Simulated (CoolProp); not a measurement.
A simple Rankine cycle with propyne: condensing at 299.15 K, boiler at 1.56 MPa, turbine inlet 341.5 K, turbine efficiency 0.65, pump efficiency 0.6, no recuperator. Each further row changes one setting.

Computed with CoolProp (reference Helmholtz-energy equation of state, Polt 1992). This equation is an older, rougher fit; its heat capacities, sound speeds and derivatives of the liquid may be far off and weren't checked against measurements.

| case | thermal efficiency (%) | net work (kJ/kg) | heat in (kJ/kg) | turbine exit temperature (K) | volume ratio over the turbine |
|---|---|---|---|---|---|
| as stated | [?] | 31.8 | 504 | 303.3 | 2.59 |
| turbine inlet 361.5 K | 6.5 | [?] | 547 | 325.5 | 2.55 |
| condensing temperature 291.15 K | 7.6 | 39.7 | 522 | [?] | 3.25 |
| boiler pressure 1.09 MPa | 4.2 | 22.1 | [?] | [?] | 1.79 |
| turbine efficiency 0.55 | 5.3 | 26.5 | 504 | 306.2 | 2.63 |

Q: Fill in the missing entries.

A: 
- as stated, thermal efficiency (%): 6.3
- turbine inlet 361.5 K, net work (kJ/kg): 35.6
- condensing temperature 291.15 K, turbine exit temperature (K): 295.4
- boiler pressure 1.09 MPa, heat in (kJ/kg): 524
- boiler pressure 1.09 MPa, turbine exit temperature (K): 319.6
